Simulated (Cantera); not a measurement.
A perfectly stirred reactor is fed with CH4 : O2 : N2 = 1 : 4.08 : 15.3 (molar parts), at 1050 Torr; it is adiabatic with a 725 K inlet, and is followed from long to short residence time, starting on the burning branch (τ in s: 0.034, 0.019, 0.01, 0.0057, 0.0032, 0.0018, 0.00097, 0.00054, 0.0003, 0.00017, 9.1e-05).

Model: GRI-Mech 3.0 (53 species, 325 reactions), integrated in Cantera.

Task: What does this change do: pressure from 1050 Torr to 750 Torr?

Result: 
```tsv
quantity	before	after
blow-out, bracketed by the residence times tried	burning at 0.170 ms, out at 91.0 µs	burning at 0.170 ms, out at 91.0 µs
x(CH4) at τ = 34.0 ms	1.62e-5	1.75e-5
x(O2) at τ = 34.0 ms	0.102	0.102
x(C2H2) at τ = 34.0 ms	1.07e-9	7.54e-10
x(H) at τ = 34.0 ms	1.82e-5	3.38e-5
x(N2O) at τ = 34.0 ms	7.09e-7	6.30e-7
x(CH4) at τ = 1.80 ms	0.000108	0.000118
x(O2) at τ = 1.80 ms	0.103	0.103
x(C2H2) at τ = 1.80 ms	4.53e-9	3.03e-9
x(H) at τ = 1.80 ms	0.000265	0.000473
x(N2O) at τ = 1.80 ms	8.70e-7	5.84e-7
```

Task: What does this change do: inlet temperature 725 to 550 K?

Result: 
| quantity | before | after |
|---|---|---|
| blow-out, bracketed by the residence times tried | burning at 0.170 ms, out at 91.0 µs | burning at 0.300 ms, out at 0.170 ms |
| x(CH4) at τ = 34.0 ms | 1.62e-5 | 2.74e-5 |
| x(O2) at τ = 34.0 ms | 0.102 | 0.102 |
| x(C2H2) at τ = 34.0 ms | 1.07e-9 | 2.69e-9 |
| x(H) at τ = 34.0 ms | 1.82e-5 | 1.36e-5 |
| x(N2O) at τ = 34.0 ms | 7.09e-7 | 9.72e-7 |
| x(CH4) at τ = 1.80 ms | 0.000108 | 0.000194 |
| x(O2) at τ = 1.80 ms | 0.103 | 0.103 |
| x(C2H2) at τ = 1.80 ms | 4.53e-9 | 9.00e-9 |
| x(H) at τ = 1.80 ms | 0.000265 | 0.000199 |
| x(N2O) at τ = 1.80 ms | 8.70e-7 | 8.44e-7 |
